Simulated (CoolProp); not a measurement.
Properties of ethanol along the isotherm 577.9 K.

Values from CoolProp's reference Helmholtz-energy equation of state, Schroeder 2014.

| p (bar) | phase | density (kg/m³) | viscosity (µPa s) |
|---|---|---|---|
| 11.2 | gas | 11.08 | 17.1 |
| 22.4 | gas | 22.94 | 17.3 |
| 33.6 | gas | 35.72 | 17.7 |
| 44.8 | gas | 49.68 | 18.2 |
| 56 | gas | 65.14 | 18.8 |
| 67.2 | supercritical | 82.65 | 19.6 |
| 78.3 | supercritical | 102.8 | 20.7 |
| 89.5 | supercritical | 127.2 | 22.3 |
| 101 | supercritical | 158.0 | 24.5 |
| 112 | supercritical | 193.9 | 27.5 |
| 123 | supercritical | 234.2 | 31.3 |
| 134 | supercritical | 274.3 | 35.6 |
| 146 | supercritical | 311.8 | 40.1 |
| 157 | supercritical | 339.3 | 43.7 |

Viscosity comes from a separate model (Kiselev 2005).
